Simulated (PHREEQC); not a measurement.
A PHREEQC speciation (ion-association model, phreeqc.dat) at 75 °C gives pH 10.50 and these molalities:

```tsv
species	mol/kgw
Na+	0.107
NaCO3-	0.0713
CO3-2	0.0123
OH-	0.00893
HCO3-	0.00227
NaHCO3	5.98e-5
```

What are the element totals, and what could have been dissolved in 1 kg of water to give them?

One answer among several that fit: totals C(4) 0.0860, Na 0.179 mol/kgw, from 6.6 mmol/kgw NaOH and 86 mmol/kgw Na2CO3.

No solid was allowed to form. Away from 25 °C the constants follow the database's enthalpies or fits; those with neither stay at their 25 °C values.
